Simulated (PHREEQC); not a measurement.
A column of 1 m (40 cells, dispersivity 0.05 m, 720 s a shift, diffusion coefficient 3e-10 m²/s) holds 0.032 eq of the database's cation exchanger X per kg of pore water, first in equilibrium with 63 mmol/kgw MgSO4, 35 mmol/kgw MgCl2 and 0.01 mmol/kgw HCl. It is flushed with 2 mmol/kgw CuCl2, 7.1 mmol/kgw Na2SO4 and 0.01 mmol/kgw HCl, at 15 °C. Values are for the last cell. The system is closed to CO2. Nothing may precipitate in this run.

Base run: PHREEQC, ion-association model, phreeqc.dat. Each further column changes one thing. The table gives Cu in solution (mol/kgw).

| pore volumes | base | dispersivity from 0.05 to 0.1 m |
|---|---|---|
| 0 | 0 | 0 |
| 0.8125 | 0.000102 | (withheld) |
| 1.812 | 5.52e-5 | (withheld) |
| 2.612 | 4.28e-5 | (withheld) |
| 3.413 | 6.04e-5 | (withheld) |
| 4.213 | 0.000116 | (withheld) |
| 5.213 | 0.000282 | 0.000430 |
| 6.013 | 0.000504 | 0.000623 |

Task: Complete the blanks.

Result: 
- 0.8125, dispersivity from 0.05 to 0.1 m: 0.000238
- 1.812, dispersivity from 0.05 to 0.1 m: 0.000205
- 2.612, dispersivity from 0.05 to 0.1 m: 0.000145
- 3.413, dispersivity from 0.05 to 0.1 m: 0.000171
- 4.213, dispersivity from 0.05 to 0.1 m: 0.000251
